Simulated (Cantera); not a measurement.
Charge: 1 mol Si, 3.4 mol NF3, 2.8 mol N2, held at 1800 Pa.

Method: chemical equilibrium by Gibbs-energy minimisation in Cantera with the NASA 1993 tables (ideal gas, pure condensed phases). Candidate condensed phases: Si, Si3N4; 16 gas species. Kinetics and transport are ignored. All values below are at 1475 K.

Base state: F 0.529, N2 0.385, SiF4 0.0855, F2 0.000849 (mole fractions); condensed: gas only.

Question: What changes in the equilibrium state with this change: pressure from 1800 Pa to 13300 Pa?

Answer: 
```
species    before    after
-------  --------  -------
F           0.529    0.521
N2          0.385    0.387
SiF4       0.0855   0.0860
F2       0.000849  0.00611
```
